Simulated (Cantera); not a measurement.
An isothermal, constant-pressure homogeneous reactor starts with CO : O2 : H2O : N2 = 0.011 : 0.072 : 0.0096 : 1 (molar parts), equivalence ratio 0.076, at 1450 K and 1.10 bar.

Detailed kinetics in Cantera: GRI-Mech 3.0 (53 species, 325 reactions).

One state of this run: x CO = 0.000663; x O2 = 0.0613; x H2O = 0.00868; x N2O = 1.10e-6; x HO2 = 2.80e-6. x: mole fraction; the columns are a selection and need not sum to one.

Q: Which value of t (s) does it belong to?
A. 0.000605
B. 1.81
C. 0.00300
D. 4.96e-6

A: C, 0.00300
